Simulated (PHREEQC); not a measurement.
Dissolve 0.041 mol FeCl3 and 0.0029 mol H2SO4 per kg of water at 55 °C. Closed to the air; pH follows from the charge balance.

The numbers come from PHREEQC with the ion-association model, wateq4f.dat.

| quantity | before | after |
|---|---|---|
| pH | 1.81 | 2.37 |
| ionic strength (mol/kgw) | 0.174 | 0.00639 |

Q: What was changed between the two runs?
(A) FeCl3 left out
(B) H2SO4 left out
(C) 0.00099 mol/kgw NaCl added
(D) H2SO4 from 0.0029 to 0.029 mol/kgw
(E) temperature from 55 to 50 °C

A: A, FeCl3 left out

No solid was allowed to form. Some of these states are supersaturated (in Hematite (slow to form), Goethite (slow to form), for instance). Constants without temperature data keep their 25 °C values here.
